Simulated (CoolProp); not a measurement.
Hexamethyldisiloxane (MM) along the isotherm 620 K: density (kg/m³) from the reference equation and from simpler models built on Tc = 518.7 K, pc = 1931 kPa, ω = 0.418; each cubic takes its own stable root.

The numbers come from the reference Helmholtz-energy equation of state, Thol 2016 in CoolProp.

```
p (kPa)          phase  reference
-------  -------------  ---------
61.1               gas      1.936
109                gas      3.470
193                gas      6.195
343                gas      11.18
611                gas      20.47
1090               gas      38.46
1930               gas      74.91
3430     supercritical      158.1
6110     supercritical      319.9
10900    supercritical      431.6
19300    supercritical      504.7
```

Task: How far does each simpler model (van der Waals, Redlich-Kwong) lie from the reference over these 11 states: mean and median of the absolute difference, and the worst?

Result: 
- van der Waals: mean 5.9 %, median 1.1 %, worst +22.1 % at 620 K and 3430 kPa
- Redlich-Kwong: mean 2.3 %, median 0.9 %, worst +12.1 % at 620 K and 3430 kPa
